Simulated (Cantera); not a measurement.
A freely propagating, adiabatic, planar premixed flame of 19.2 % H₂, 16.6 % O₂, 62.3 % N₂, 1.92 % H₂O, unburnt at 550 K and 0.480 bar; mixture-averaged transport, grid criteria slope 0.08 and curve 0.16, no radiation.

Model: the H2/O2 subset of GRI-Mech 3.0, which has no nitrogen chemistry, integrated in Cantera. Burning velocities carry a grid error of a few per cent, more on coarse grids. Lean hydrogen flames are cellular in practice and burn faster than this planar one.

x: mole fraction of selected species; z is measured from the peak of heat release.

```tsv
z (mm)	T (K)	u (m/s)	x H₂	x O₂	x H₂O	x H	x HO₂	x OH
-3.14	550	3.36	0.192	0.166	0.0192	<1e-8	<1e-8	<1e-8
-2.09	550	3.36	0.192	0.166	0.0192	<1e-8	<1e-8	<1e-8
-1.57	550	3.36	0.192	0.166	0.0192	<1e-8	1.60e-8	<1e-8
-1.05	550	3.36	0.192	0.166	0.0192	2.31e-8	1.25e-6	<1e-8
-0.523	577	3.48	0.181	0.167	0.0211	0.000109	0.000192	6.05e-5
-0.261	773	4.55	0.147	0.162	0.0416	0.00308	0.000137	0.000583
0	[?]	6.40	[?]	[?]	[?]	[?]	[?]	[?]
0.261	1370	7.82	0.0286	0.0963	0.170	0.0228	3.83e-5	0.00640
0.523	[?]	8.55	[?]	0.0834	0.192	[?]	[?]	[?]
1.05	1642	9.26	0.0113	0.0790	0.203	0.0125	2.00e-5	0.0102
2.09	1764	9.87	0.00806	0.0771	0.212	0.00637	1.34e-5	0.0103
4.18	1856	10.3	0.00471	0.0764	0.220	0.00252	7.93e-6	0.00887
8.37	1913	10.6	0.00225	0.0764	0.226	0.000775	4.15e-6	0.00660
```

Task: What belongs in the gaps?

Result: 
- 0, T (K): 1113
- 0, x H₂: 0.0794
- 0, x O₂: 0.134
- 0, x H₂O: 0.105
- 0, x H: 0.0155
- 0, x HO₂: 6.69e-5
- 0, x OH: 0.00236
- 0.523, T (K): 1506
- 0.523, x H₂: 0.0154
- 0.523, x H: 0.0197
- 0.523, x HO₂: 2.77e-5
- 0.523, x OH: 0.00873
